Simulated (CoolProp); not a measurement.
Computed with CoolProp (reference Helmholtz-energy equation of state, Thol 2019).

Problem. For n-pentane, give the phase and the density (kg/m³), cp (kJ/(kg K)), isothermal compressibility (1/MPa), expansivity (1/kK) at 525.3 K and 9.82 MPa.

Solution. 
- 525.3 K and 9.82 MPa: supercritical; density 344, cp 3.62, isothermal compressibility 0.0501, expansivity 5.71
